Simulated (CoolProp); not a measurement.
Vapour-liquid equilibrium of n-octane (1) + p-xylene (2) at 506.2 K; x and y are mole fractions of (1).

Computed with CoolProp (multi-fluid Helmholtz-energy mixture model, Beckmüller 2019 and Zhou 2012; pair parameters Bell 2016).

```json
[
 {"x": "0.05", "bubble pressure, mixture model (MPa)": "0.7703", "bubble pressure, Raoult's law (MPa)": "0.7625", "y, mixture model": "0.068", "y, Raoult's law": "0.064"},
 {"x": "0.125", "bubble pressure, mixture model (MPa)": "0.7971", "bubble pressure, Raoult's law (MPa)": "0.7800", "y, mixture model": "0.162", "y, Raoult's law": "0.158"},
 {"x": "0.2", "bubble pressure, mixture model (MPa)": "0.8213", "bubble pressure, Raoult's law (MPa)": "0.7974", "y, mixture model": "0.248", "y, Raoult's law": "0.247"},
 {"x": "0.275", "bubble pressure, mixture model (MPa)": "0.8432", "bubble pressure, Raoult's law (MPa)": "0.8148", "y, mixture model": "0.328", "y, Raoult's law": "0.332"},
 {"x": "0.35", "bubble pressure, mixture model (MPa)": "0.8633", "bubble pressure, Raoult's law (MPa)": "0.8323", "y, mixture model": "0.404", "y, Raoult's law": "0.414"},
 {"x": "0.425", "bubble pressure, mixture model (MPa)": "0.8818", "bubble pressure, Raoult's law (MPa)": "0.8497", "y, mixture model": "0.476", "y, Raoult's law": "0.492"},
 {"x": "0.5", "bubble pressure, mixture model (MPa)": "0.8987", "bubble pressure, Raoult's law (MPa)": "0.8672", "y, mixture model": "0.547", "y, Raoult's law": "0.567"},
 {"x": "0.575", "bubble pressure, mixture model (MPa)": "0.9143", "bubble pressure, Raoult's law (MPa)": "0.8846", "y, mixture model": "0.616", "y, Raoult's law": "0.639"},
 {"x": "0.65", "bubble pressure, mixture model (MPa)": "0.9288", "bubble pressure, Raoult's law (MPa)": "0.9020", "y, mixture model": "0.684", "y, Raoult's law": "0.709"},
 {"x": "0.725", "bubble pressure, mixture model (MPa)": "0.9422", "bubble pressure, Raoult's law (MPa)": "0.9195", "y, mixture model": "0.751", "y, Raoult's law": "0.775"},
 {"x": "0.8", "bubble pressure, mixture model (MPa)": "0.9546", "bubble pressure, Raoult's law (MPa)": "0.9369", "y, mixture model": "0.819", "y, Raoult's law": "0.840"},
 {"x": "0.875", "bubble pressure, mixture model (MPa)": "0.9660", "bubble pressure, Raoult's law (MPa)": "0.9544", "y, mixture model": "0.887", "y, Raoult's law": "0.902"},
 {"x": "0.95", "bubble pressure, mixture model (MPa)": "0.9767", "bubble pressure, Raoult's law (MPa)": "0.9718", "y, mixture model": "0.955", "y, Raoult's law": "0.961"}
]
```

The largest gap from Raoult's law is +3.8 % in bubble pressure, at x = 0.425. No azeotrope shows between x = 0.05 and 0.95.

Pair parameters are fitted to limited data, so mixtures are less certain than the pure fluids.
